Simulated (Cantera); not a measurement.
A perfectly stirred reactor is fed with 78.7 % NO, 21.3 % N2, at 0.0910 bar; it is held at 2150 K, and followed from long to short residence time.

Model: GRI-Mech 3.0 (53 species, 325 reactions), integrated in Cantera.

x: mole fraction; the columns are a selection and need not sum to one.

| τ (s) | x NO | x O | x N2 | x N2O | x NO2 | x O2 |
|---|---|---|---|---|---|---|
| 7.0 | 0.0824 | 0.00387 | 0.564 | 2.04e-6 | 4.37e-5 | 0.350 |
| 3.0 | 0.143 | 0.00371 | 0.534 | 5.93e-6 | 7.22e-5 | 0.320 |
| 1.3 | [?] | 0.00342 | [?] | [?] | [?] | [?] |
| 0.54 | 0.416 | 0.00289 | 0.397 | 5.49e-5 | 0.000159 | 0.183 |
| 0.23 | 0.590 | 0.00222 | 0.311 | 0.000121 | 0.000164 | 0.0971 |
| 0.098 | 0.703 | [?] | [?] | [?] | [?] | [?] |
| 0.042 | 0.753 | 0.00124 | 0.229 | 0.000223 | 1.00e-4 | 0.0160 |
| 0.018 | 0.774 | 0.00100 | 0.219 | 0.000235 | 7.86e-5 | 0.00597 |
| 0.0076 | 0.782 | 0.000796 | 0.215 | 0.000224 | 6.24e-5 | 0.00200 |
| 0.0032 | 0.785 | 0.000544 | 0.213 | 0.000190 | 4.41e-5 | 0.000533 |

Question: Complete the blanks.

Answer: 
- 1.3, x NO: 0.248
- 1.3, x N2: 0.481
- 1.3, x N2O: 1.83e-5
- 1.3, x NO2: 0.000115
- 1.3, x O2: 0.267
- 0.098, x O: 0.00162
- 0.098, x N2: 0.254
- 0.098, x N2O: 0.000186
- 0.098, x NO2: 0.000132
- 0.098, x O2: 0.0411
